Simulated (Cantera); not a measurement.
## Carbothermic reduction: Cu2O + C + N2

Input: 1 mol Cu2O, 4 mol C, 18 mol N2, equilibrated at 0.0440 bar.

Cantera equilibrium calculation (NASA polynomials, part measured and part estimated; ideal gas, pure solids and liquids). Candidate condensed phases: C, Cu, CuO, Cu2O; 27 gas species. Kinetics and transport are ignored.

```tsv
T (K)	log p N2	log p Cu	log p CO	log p Cu2	log p CO2	log p CN	log p C2N2	n C(graphite)	n Cu(s)	n Cu(l)
1150	-1.38	-8.54	-2.64	-13.35	-6.67	<-13	-13.15	3.00	2.00	0
1225	-1.38	-7.62	-2.64	-12.04	-7.14	<-13	-12.28	3.00	2.00	0
1300	-1.38	-6.80	-2.64	-10.89	-7.56	-13.07	-11.52	3.00	2.00	0
1375	-1.38	-6.08	-2.64	-9.88	-7.92	-12.12	-10.83	3.00	0	2.00
1450	-1.38	-5.46	-2.64	-9.02	-8.25	-11.26	-10.22	3.00	0	2.00
1525	-1.38	-4.91	-2.64	-8.24	-8.54	-10.48	-9.66	3.00	0	1.99
1600	-1.38	-4.40	-2.64	-7.55	-8.81	-9.78	-9.16	3.00	0	1.98
1675	-1.38	-3.94	-2.64	-6.91	-9.05	-9.14	-8.70	3.00	0	1.95
1750	-1.38	-3.52	-2.64	-6.34	-9.27	-8.56	-8.29	3.00	0	1.87
1825	-1.39	-3.14	-2.64	-5.81	-9.48	-8.03	-7.91	3.00	0	1.68
1900	-1.40	-2.79	-2.65	-5.33	-9.68	-7.54	-7.57	3.00	0	1.27
1975	-1.42	-2.47	-2.67	-4.89	-9.88	-7.10	-7.26	3.00	0	0.395
```
log p: log10 of the partial pressure in bar; n: condensed amount in mol.

From 1150 K to 1300 K the condensed part is C(graphite) + Cu(s). From 1375 K to 1975 K the condensed part is C(graphite) + Cu(l). The main Cu-bearing gas is Cu throughout.
